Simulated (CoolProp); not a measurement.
Properties of methane along the isotherm 241.6 K (Tc = 190.6 K, pc = 4599 kPa, ω = 0.011).

Model: reference Helmholtz-energy equation of state, Setzmann 1991, in CoolProp.

```tsv
p (kPa)	phase	density (kg/m³)	isothermal compressibility (1/MPa)	expansivity (1/kK)
3070	gas	27.63	0.3686	6.024
6130	supercritical	63.72	0.2140	9.303
9200	supercritical	111.6	0.1538	13.66
12300	supercritical	163.3	0.09183	14.00
15300	supercritical	201.0	0.05137	11.03
18400	supercritical	227.7	0.03158	8.579
21500	supercritical	246.9	0.02179	6.989
24500	supercritical	261.3	0.01644	5.964
27600	supercritical	273.4	0.01300	5.217
30700	supercritical	283.5	0.01069	4.666
33700	supercritical	292.1	0.009092	4.255
36800	supercritical	299.8	0.007862	3.916
39900	supercritical	306.7	0.006915	3.640
42900	supercritical	312.8	0.006188	3.417
46000	supercritical	318.6	0.005578	3.221
```
